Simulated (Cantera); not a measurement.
An isothermal, constant-pressure homogeneous reactor starts with N₂O : H₂O = 1 : 0.072 (molar parts), at 1150 K and 1.00 bar. Integrator tolerance rtol = 1e-08.

Model: GRI-Mech 3.0 (53 species, 325 reactions), integrated in Cantera. GRI-Mech 3.0 was tuned for natural gas; its chemistry of N2O as a main component is partial and can be far from experiment. The mechanism lacks the step 2 NO + O2 → 2 NO2, which can matter for NO2 below about 1400 K. The temperature is held fixed by assumption; the heat of reaction is taken as removed at once.

What does this change do: temperature 1150 to 1075 K?


```
quantity                                             before                                     after
-----------------  ----------------------------------------  ----------------------------------------
x(N₂O) at 3.00 s      0.353 (gas-phase equilibrium 9.49e-9)     0.748 (gas-phase equilibrium 5.16e-9)
x(H₂O) at 3.00 s      0.0539 (gas-phase equilibrium 0.0458)     0.0629 (gas-phase equilibrium 0.0458)
x(NO) at 3.00 s     0.0230 (gas-phase equilibrium 0.000146)   0.00523 (gas-phase equilibrium 7.49e-5)
x(O₂) at 3.00 s         0.186 (gas-phase equilibrium 0.318)      0.0600 (gas-phase equilibrium 0.318)
x(H₂) at 3.00 s    1.16e-8 (gas-phase equilibrium 3.51e-10)  4.15e-9 (gas-phase equilibrium 5.73e-11)
x(H₂O₂) at 3.00 s  3.23e-8 (gas-phase equilibrium 3.88e-10)  3.32e-8 (gas-phase equilibrium 1.78e-10)
```

What does this change do: N2O 1 to 0.17 parts?


```
quantity                                             before                                    after
-----------------  ----------------------------------------  ---------------------------------------
x(N₂O) at 3.00 s      0.353 (gas-phase equilibrium 9.49e-9)    0.175 (gas-phase equilibrium 7.01e-9)
x(H₂O) at 3.00 s      0.0539 (gas-phase equilibrium 0.0458)      0.240 (gas-phase equilibrium 0.220)
x(NO) at 3.00 s     0.0230 (gas-phase equilibrium 0.000146)  0.0174 (gas-phase equilibrium 0.000119)
x(O₂) at 3.00 s         0.186 (gas-phase equilibrium 0.318)      0.186 (gas-phase equilibrium 0.260)
x(H₂) at 3.00 s    1.16e-8 (gas-phase equilibrium 3.51e-10)  4.63e-8 (gas-phase equilibrium 1.87e-9)
x(H₂O₂) at 3.00 s  3.23e-8 (gas-phase equilibrium 3.88e-10)  1.24e-7 (gas-phase equilibrium 1.69e-9)
```
